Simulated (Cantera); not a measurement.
Input (Python, Cantera) and output of one run.

```python
import numpy as np
import cantera as ct

gas_names = """
    H HO2 H2 H2O H2O2 O OH O2 O3 Pb PbO Pb2
""".split()
cond_names = """
    H2O(s) H2O(L) Pb(cr) Pb(L) PbO(rd) PbO(yw) PbO(L) PbO2(s) Pb3O4(s)
""".split()


# ... load() reads the species with a 1 bar reference pressure and builds the phases ...
atoms = {
    'PbO': {'Pb': 1, 'O': 1},
    'H2': {'H': 2},
    'H2O': {'H': 2, 'O': 1},
}
top_T = {'Pb3O4(s)': 820}  # K; cautious upper limits of use, not melting points


# ... equilibrate(T, P, feed) seeds the gas with the atoms and calls Mixture.equilibrate('TP', solver="vcs", rtol=1e-11, max_steps=5000) ...
results = []
feed = {'PbO': 1, 'H2': 0.57, 'H2O': 0.078}  # mol
P = 133.322  # Pa
for T in [948, 1048, 1148, 1248, 1348, 1448, 1548, 1648, 1748, 1848, 1948, 2048]:
    mix = equilibrate(T, P, feed)
    results.append((T, P, feed, dict(zip(mix.species_names, mix.species_moles))))
    x = sorted(zip(gas.X, gas.species_names), reverse=True)
    print(f"T = {T:g} K  P = {P:g} Pa  gas = {mix.phase_moles(0):.4g} mol")
    print("   x: " + "  ".join(f"{s} {v:.3e}" for v, s in x if v > 1e-06))
    print("   condensed (mol): " + ("  ".join(f"{mix.phase(i).name} {mix.phase_moles(i):.4g}"
          for i in range(1, mix.n_phases) if mix.phase_moles(i) > 1e-12) or "none"))
```

It prints:

```
T = 948 K  P = 133.322 Pa  gas = 0.6504 mol
   x: H2O 9.963e-01  Pb 3.592e-03  H2 1.207e-04  PbO 3.674e-05
   condensed (mol): Pb(L) 0.5676  PbO(yw) 0.4301
T = 1048 K  P = 133.322 Pa  gas = 0.6712 mol
   x: H2O 9.653e-01  Pb 3.352e-02  PbO 1.045e-03  H2 1.681e-04
   condensed (mol): Pb(L) 0.5474  PbO(yw) 0.4294
T = 1148 K  P = 133.322 Pa  gas = 0.8377 mol
   x: H2O 7.734e-01  Pb 2.102e-01  PbO 1.625e-02  H2 1.849e-04  Pb2 4.493e-06
   condensed (mol): Pb(L) 0.3938  PbO(yw) 0.4165
T = 1248 K  P = 133.322 Pa  gas = 1.403 mol
   x: H2O 4.617e-01  Pb 4.062e-01  PbO 1.320e-01  H2 7.369e-05  O2 3.245e-05  Pb2 1.009e-05  OH 7.027e-06
   condensed (mol): PbO(L) 0.2448
T = 1348 K  P = 133.322 Pa  gas = 1.65 mol
   x: H2O 3.927e-01  Pb 3.475e-01  PbO 2.586e-01  O2 1.034e-03  H2 6.604e-05  OH 4.930e-05  Pb2 4.779e-06
   condensed (mol): none
T = 1448 K  P = 133.322 Pa  gas = 1.656 mol
   x: H2O 3.912e-01  Pb 3.532e-01  PbO 2.508e-01  O2 4.469e-03  OH 1.935e-04  H2 1.475e-04  O 3.572e-06  Pb2 3.387e-06  H 3.066e-06
   condensed (mol): none
T = 1548 K  P = 133.322 Pa  gas = 1.671 mol
   x: H2O 3.871e-01  Pb 3.681e-01  PbO 2.303e-01  O2 1.349e-02  OH 6.080e-04  H2 3.217e-04  O 2.427e-05  H 1.513e-05  Pb2 2.645e-06
   condensed (mol): none
T = 1648 K  P = 133.322 Pa  gas = 1.698 mol
   x: Pb 3.927e-01  H2O 3.801e-01  PbO 1.962e-01  O2 2.844e-02  OH 1.565e-03  H2 7.088e-04  O 1.169e-04  H 6.493e-05  Pb2 2.250e-06
   condensed (mol): none
T = 1748 K  P = 133.322 Pa  gas = 1.731 mol
   x: Pb 4.210e-01  H2O 3.710e-01  PbO 1.567e-01  O2 4.563e-02  OH 3.434e-03  H2 1.556e-03  O 4.289e-04  H 2.468e-04  Pb2 1.993e-06
   condensed (mol): none
T = 1848 K  P = 133.322 Pa  gas = 1.765 mol
   x: Pb 4.466e-01  H2O 3.600e-01  PbO 1.199e-01  O2 6.139e-02  OH 6.680e-03  H2 3.314e-03  O 1.285e-03  H 8.359e-04  Pb2 1.774e-06
   condensed (mol): none
T = 1948 K  P = 133.322 Pa  gas = 1.8 mol
   x: Pb 4.659e-01  H2O 3.461e-01  PbO 8.958e-02  O2 7.402e-02  OH 1.182e-02  H2 6.714e-03  O 3.310e-03  H 2.536e-03  Pb2 1.561e-06
   condensed (mol): none
T = 2048 K  P = 133.322 Pa  gas = 1.839 mol
   x: Pb 4.776e-01  H2O 3.264e-01  O2 8.331e-02  PbO 6.611e-02  OH 1.932e-02  H2 1.274e-02  O 7.581e-03  H 6.921e-03  Pb2 1.350e-06
   condensed (mol): none
```

These are equilibrium values from Cantera (NASA tables, ideal gas, pure condensed phases), not measurements of a reactor. Mutual solubility and eutectic melting of coexisting phases are not modelled. Gases not in the tables: (PbO)n polymers.
